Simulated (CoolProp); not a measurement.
The fluoroketone C6F12O (FK-5-1-12) along the isobar 1.29 MPa: density (kg/m³) from the reference equation and from simpler models built on Tc = 168.7 °C, pc = 1.869 MPa, ω = 0.471; each cubic takes its own stable root.

Model: reference Helmholtz-energy equation of state, McLinden 2015, in CoolProp.

| T (°C) | phase | reference |
|---|---|---|
| 39.55 | liquid | 1564 |
| 48.45 | liquid | 1537 |
| 57.35 | liquid | 1508 |
| 66.25 | liquid | 1478 |
| 75.15 | liquid | 1447 |
| 84.15 | liquid | 1415 |
| 93.05 | liquid | 1380 |
| 101.95 | liquid | 1344 |

Problem. How far does each simpler model (van der Waals, Redlich-Kwong, Peng-Robinson) lie from the reference over these 8 states: mean and median of the absolute difference, and the worst?

Solution. 
- van der Waals: mean 40.5 %, median 40.5 %, worst -40.7 % at 101.95 °C and 1.29 MPa
- Redlich-Kwong: mean 15.8 %, median 15.6 %, worst -17.8 % at 101.95 °C and 1.29 MPa
- Peng-Robinson: mean 2.8 %, median 3.1 %, worst +3.5 % at 39.55 °C and 1.29 MPa
